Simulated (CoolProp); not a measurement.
The fluid at 293.15 K and 0.298 MPa (stagnation) flows isentropically through a choked orifice. The same conditions are run with several fluids, on thermodynamics alone (safety and materials aside).

Model: reference Helmholtz-energy equation of state of each fluid (ammonia: Gao 2020; nitrogen: Span 2000; CH3F (R41): Lemmon 2006; R152A: Outcalt 1996; R115: Lemmon 2016), in CoolProp.

| fluid | throat to inlet pressure ratio | mass flux (kg/(m² s)) | throat temperature (K) |
|---|---|---|---|
| ammonia | 0.544 | 535 | 254.5 |
| nitrogen | 0.528 | [?] | 244.2 |
| CH3F (R41) | 0.545 | 751 | [?] |
| R152A | [?] | 1020 | 271.9 |
| R115 | 0.594 | 1510 | 280.6 |

Problem. Some entries are withheld; supply them.

Solution. 
- nitrogen, mass flux (kg/(m² s)): 693
- CH3F (R41), throat temperature (K): 254.9
- R152A, throat to inlet pressure ratio: 0.579
